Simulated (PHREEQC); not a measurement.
0.1 mol of Vivianite (Fe3(PO4)2:8H2O) is brought to equilibrium with 1 kg of water, at 25 °C under several pressures of CO2. The system is closed to oxygen. Solids allowed: Vivianite, Siderite. Others were left out.

Model: ion-association model, phreeqc.dat, run in PHREEQC.

```
log pCO2 (atm)    pH  dissolved Fe (mol/kgw)  dissolved P (mol/kgw)  CO2 (mol/kgw)  Fe+2 (mol/kgw)  H2PO4- (mol/kgw)  FeH2PO4+ (mol/kgw)
--------------  ----  ----------------------  ---------------------  -------------  --------------  ----------------  ------------------
-5              7.58                 7.23e-6                4.82e-6        3.40e-7         7.04e-6           1.40e-6             4.81e-9
-4.5            7.30                 1.03e-5                6.86e-6        1.08e-6         1.01e-5           2.96e-6             1.45e-8
-4              7.02                 1.53e-5                1.02e-5        3.40e-6               ?           5.94e-6                   ?
-3.5            6.75                 2.35e-5                1.57e-5        1.08e-5         2.29e-5           1.12e-5             1.24e-7
-3              6.47                 3.73e-5                2.49e-5        3.40e-5         3.63e-5           2.02e-5                   ?
-2.5            6.20                 6.09e-5                4.06e-5       0.000108         5.87e-5           3.53e-5             9.75e-7
-2              5.93                0.000101                6.76e-5       0.000340         9.64e-5                 ?             2.70e-6
-1.5            5.66                0.000172               0.000114        0.00108        0.000159          0.000102             7.39e-6
-1              5.39                0.000296               0.000197              ?        0.000264          0.000172                   ?
-0.5            5.13                0.000520               0.000347              ?        0.000438          0.000287             5.34e-5
0               4.87                0.000936               0.000624         0.0338        0.000722          0.000476            0.000140
```

**Question.** What belongs in the gaps?

**Answer.** 
- -4, Fe+2 (mol/kgw): 1.49e-5
- -4, FeH2PO4+ (mol/kgw): 4.30e-8
- -3, FeH2PO4+ (mol/kgw): 3.49e-7
- -2, H2PO4- (mol/kgw): 6.04e-5
- -1, CO2 (mol/kgw): 0.00340
- -1, FeH2PO4+ (mol/kgw): 2.00e-5
- -0.5, CO2 (mol/kgw): 0.0107
